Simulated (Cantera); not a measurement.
What does this Cantera script print?

```python
import numpy as np
import cantera as ct

gas_names = [...]  # 115 gases of nasa_gas.yaml made of C, Ca, H, O
cond_names = """
    C(gr) C6H6(L) C7H8(L) C8H18(L),n-octa Ca(a) Ca(b) Ca(L) CaCO3(caL) CaO(s) CaO(L) CaO2H2(s) H2O(s)
    H2O(L)
""".split()


# ... load() reads the species with a 1 bar reference pressure and builds the phases ...
atoms = {
    'Ca(OH)2': {'Ca': 1, 'O': 2, 'H': 2},
    'C': {'C': 1},
    'CO2': {'C': 1, 'O': 2},
}
top_T = {'C(gr)': 4500}  # K; cautious upper limits of use, not melting points


# ... equilibrate(T, P, feed) seeds the gas with the atoms and calls Mixture.equilibrate('TP', solver="vcs", rtol=1e-11, max_steps=5000) ...
results = []
feed = {'Ca(OH)2': 1, 'C': 0.039, 'CO2': 1.7}  # mol
T = 2173.15  # K
P = 25000  # Pa
mix = equilibrate(T, P, feed)
results.append((T, P, feed, dict(zip(mix.species_names, mix.species_moles))))
x = sorted(zip(gas.X, gas.species_names), reverse=True)
print(f"T = {T:g} K  P = {P:g} Pa  gas = {mix.phase_moles(0):.4g} mol")
print("   x: " + "  ".join(f"{s} {v:.3e}" for v, s in x if v > 1e-05))
print("   condensed (mol): " + ("  ".join(f"{mix.phase(i).name} {mix.phase_moles(i):.4g}"
      for i in range(1, mix.n_phases) if mix.phase_moles(i) > 1e-12) or "none"))
```

It prints:

```
T = 2173.15 K  P = 25000 Pa  gas = 2.785 mol
   x: CO2 5.737e-01  H2O 3.497e-01  CO 5.070e-02  O2 1.279e-02  H2 5.952e-03  OH 5.863e-03  H 7.452e-04  O 5.146e-04  CaO2H2 1.228e-04
   condensed (mol): CaO(s) 0.9996
```

Cantera equilibrium calculation (NASA polynomials, part measured and part estimated; ideal gas, pure solids and liquids).
